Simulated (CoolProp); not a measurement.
Vapour-liquid equilibrium of propylene (1) + cyclohexane (2) at 330.7 K; x and y are mole fractions of (1).

Values from CoolProp's multi-fluid Helmholtz-energy mixture model, Lemmon 2013 and Zhou 2014; pair parameters Bell 2016.

**Question.** Give the bubble pressure and the first vapour's composition at x = 0.05, 0.5, 0.95. Is there an azeotrope?

**Answer.** x = 0.05: 171.2 kPa, y = 0.723; x = 0.5: 1175 kPa, y = 0.966; x = 0.95: 2235 kPa, y = 0.996. No azeotrope shows between x = 0.05 and 0.95.

The pair parameters rest on a limited set of measurements; away from them the model extrapolates. The gap from Raoult's law changes sign with composition, which may be real or a fault of the pair parameters; it wasn't checked against measurements.
